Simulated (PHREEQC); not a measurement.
## Acid mine or pickling water: an equilibrium model

A made-up water analysis in mmol/kgw, 20 °C, pH 3.14, pe 11.3:

```
constituent  mmol/kgw
-----------  --------
Na               0.85
K              0.0131
Ca               0.41
Mg               1.77
Cl              0.931
S(6)             3.08
Mn(2)         0.00282
Fe(3)           0.261
Zn            0.00304
F               0.142
```

Na is adjusted to close the charge balance.
Valence states are taken as typed.

Computed with PHREEQC (ion-association model, phreeqc.dat).

This is a speciation only: nothing precipitates in the calculation.

Estimate the ionic strength.

ionic strength 0.0104 mol/kgw.

In which forms is K present?

K+ 99 %, KSO4- 1.0 % of the K.

Saturation is exceeded, for instance for Jarosite-K, Hematite (slow to form); the values hold only as long as no solid forms. Fluoro complexes past AlF4- and FeF3 are missing from the database.
